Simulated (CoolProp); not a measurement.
Dry air along the isobar 205 bar: density (kg/m³) from the reference equation and from simpler models built on Tc = -140.6 °C, pc = 37.86 bar, ω = 0.034; each cubic takes its own stable root.

Values from CoolProp's reference Helmholtz-energy equation of state, Lemmon 2000. It is a pseudo-pure fit of the blend.

| T (°C) | phase | reference |
|---|---|---|
| -155.75 | liquid | 768.7 |
| -127.15 | supercritical | 644.8 |
| -98.45 | supercritical | 514.1 |
| -69.85 | supercritical | 403.6 |
| -41.25 | supercritical | 327.5 |
| -12.65 | supercritical | 276.6 |
| 15.95 | supercritical | 240.9 |
| 44.55 | supercritical | 214.4 |
| 73.25 | supercritical | 193.8 |
| 101.85 | supercritical | 177.4 |

Task: How far does each simpler model (van der Waals, Redlich-Kwong, Soave-Redlich-Kwong, Peng-Robinson) lie from the reference over these 10 states: mean and median of the absolute difference, and the worst?

Result: 
- van der Waals: mean 8.2 %, median 5.1 %, worst -23.3 % at -155.75 °C and 205 bar
- Redlich-Kwong: mean 1.7 %, median 2.1 %, worst +2.6 % at 101.85 °C and 205 bar
- Soave-Redlich-Kwong: mean 1.8 %, median 2.0 %, worst -2.7 % at -69.85 °C and 205 bar
- Peng-Robinson: mean 5.4 %, median 3.5 %, worst +14.6 % at -155.75 °C and 205 bar
